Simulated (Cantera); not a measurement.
## Premixed flame

A freely propagating, adiabatic, planar premixed flame of 10.5 % CO, 12.6 % H2, 12.7 % O2, 61.9 % N2, 2.41 % H2O, equivalence ratio 0.91, unburnt at 650 K and 4.93 atm; multicomponent transport, grid criteria slope 0.08 and curve 0.16, no radiation.

Detailed kinetics in Cantera: GRI-Mech 3.0 (53 species, 325 reactions). The hydrogen kinetics of GRI-Mech 3.0 are dated; newer H2 mechanisms differ, most at raised pressure. Burning velocities carry a grid error of a few per cent, more on coarse grids.

| z (mm) | T (K) | u (m/s) | x CO | x H2 | x O2 | x HO2 | x OH | x N2O |
|---|---|---|---|---|---|---|---|---|
| -0.273 | 650 | 2.10 | 0.105 | 0.125 | 0.127 | <1e-8 | <1e-8 | <1e-8 |
| -0.182 | 650 | 2.10 | 0.105 | 0.124 | 0.127 | 9.16e-8 | <1e-8 | <1e-8 |
| -0.137 | 650 | 2.10 | 0.105 | 0.122 | 0.127 | 7.10e-7 | <1e-8 | <1e-8 |
| -0.0911 | 654 | 2.10 | 0.106 | 0.116 | 0.128 | 9.24e-6 | <1e-8 | <1e-8 |
| -0.0456 | 720 | 2.26 | 0.107 | 0.0924 | 0.128 | 0.000315 | 6.51e-6 | <1e-8 |
| -0.0228 | 979 | 3.01 | 0.103 | 0.0639 | 0.117 | 0.000542 | 0.000387 | 2.53e-8 |
| 0 | 1377 | 4.18 | 0.0883 | 0.0316 | 0.0861 | 0.000244 | 0.00211 | 1.69e-7 |
| 0.0228 | 1652 | 4.96 | 0.0686 | 0.0137 | 0.0583 | 0.000113 | 0.00506 | 4.19e-7 |
| 0.0456 | 1810 | 5.38 | 0.0525 | 0.00898 | 0.0448 | 6.42e-5 | 0.00694 | 5.76e-7 |
| 0.0911 | 1973 | 5.80 | 0.0346 | 0.00735 | 0.0344 | 3.24e-5 | 0.00791 | 6.67e-7 |
| 0.182 | 2110 | 6.14 | 0.0222 | 0.00564 | 0.0275 | 1.55e-5 | 0.00738 | 7.11e-7 |
| 0.364 | 2203 | 6.37 | 0.0148 | 0.00371 | 0.0231 | 7.64e-6 | 0.00604 | 7.34e-7 |
| 0.729 | 2263 | 6.52 | 0.00948 | 0.00232 | 0.0201 | 4.22e-6 | 0.00476 | 6.71e-7 |
x: mole fraction of selected species; z is measured from the peak of heat release.

```json
{
  "laminar_burning_velocity": "210 cm/s",
  "thermal_thickness": "0.0911 mm",
  "peak x(HO2)": "0.000601",
  "peak x(OH)": "0.00792",
  "grid_points": "106"
}
```
